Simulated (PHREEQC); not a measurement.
A column of 0.1 m (30 cells, dispersivity 0.0035 m, 720 s a shift, diffusion coefficient 3e-10 m²/s) holds 0.0057 eq of the database's cation exchanger X per kg of pore water, first in equilibrium with 0.47 mmol/kgw PbCl2, 1.7 mmol/kgw NaCl and 0.01 mmol/kgw HCl. It is flushed with 1.3 mmol/kgw CdCl2 and 0.01 mmol/kgw HCl, at 15 °C. Values are for the last cell. No CO2 enters from the air. Nothing may precipitate in this run.

The series has 31 steps of pore volumes, from 0 to 7.017.

Model: ion-association model, phreeqc.dat, run in PHREEQC.

### Question
After how many pore volumes does Cd at the outlet first reach half of its feed value?

### Answer
By 2.8 pore volumes.

Species that the database lacks are ignored.
